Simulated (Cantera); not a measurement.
A perfectly stirred reactor is fed with CO : H2 : O2 : N2 = 1 : 0.047 : 0.952 : 5.23 (molar parts), equivalence ratio 0.55, at 1000000 Pa; it is adiabatic with a 323 K inlet, and is followed from long to short residence time, starting on the burning branch (τ in s: 0.34, 0.14, 0.055, 0.022, 0.0091, 0.0037, 0.0015, 0.0006, 0.00024, 9.8e-05, 4e-05, 1.6e-05, 6.5e-06).

Computed with Cantera and GRI-Mech 3.0 (53 species, 325 reactions). The hydrogen kinetics of GRI-Mech 3.0 are dated; newer H2 mechanisms differ, most at raised pressure.

Question: What does this change do: pressure from 1000000 Pa to 100000 Pa?

Answer: 
```tsv
quantity	before	after
blow-out, bracketed by the residence times tried	burning at 3.70 ms, out at 1.50 ms	burning at 3.70 ms, out at 1.50 ms
x(CO) at τ = 0.340 s	0.000322	0.00136
x(H2) at τ = 0.340 s	1.86e-6	1.50e-5
x(O2) at τ = 0.340 s	0.0640	0.0643
x(CO2) at τ = 0.340 s	0.149	0.148
x(O) at τ = 0.340 s	1.27e-5	0.000261
x(CO) at τ = 1.50 ms	0.138	0.138
x(H2) at τ = 1.50 ms	0.00650	0.00650
x(O2) at τ = 1.50 ms	0.132	0.132
x(CO2) at τ = 1.50 ms	<1e-12	<1e-12
x(O) at τ = 1.50 ms	<1e-12	<1e-12
```
